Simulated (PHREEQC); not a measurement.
# Leach liquor: an equilibrium model

Make-up at 84 °C: 0.07 mol/kgw H2SO4 and 3.7e-05 mol/kgw MnSO4. Closed to the air; pH follows from the charge balance.

Model: ion-association model, wateq4f.dat, run in PHREEQC.

No solid was allowed to form.

Task: Predict the pH, ionic strength.

Result: pH 1.21; ionic strength 0.0802 mol/kgw.

Task: In which forms is S present?

Result: HSO4- 93 %, SO4-2 7.2 % of the S.

Away from 25 °C the constants follow the database's enthalpies or fits; those with neither stay at their 25 °C values.
